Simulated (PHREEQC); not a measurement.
1 kg of water holding 0.39 mol KCl and 0.26 mol K2SO4 is evaporated at 25 °C; the solids stay in contact with the brine. CO2 from the air is kept out. Solids allowed: Arcanite, Misenite, Sylvite. Others were left out.

Base run: PHREEQC, Pitzer model, pitzer.dat. Each further column changes one thing. The table gives ionic strength.

| H2O removed (mol) | base | temperature from 25 to 5 °C | temperature from 25 to 75 °C |
|---|---|---|---|
| 0 | 1.17 | 1.17 | 1.17 |
| 24.69 | 1.95 | 1.48 | 2.11 |
| 41.44 | 2.34 | 2.03 | 3.23 |
| 47.7 | 3.25 | 3.07 | 3.84 |
| 51.94 | 4.98 | 4.03 | 6.46 |
| 53.53 | 4.98 | 4.03 | 6.87 |
| 54.41 | 4.98 | 4.03 | 6.87 |
| 55.01 | 4.98 | 4.03 | 6.87 |
| 55.23 | 4.98 | 4.03 | 6.87 |

 Constants without temperature data keep their 25 °C values here.
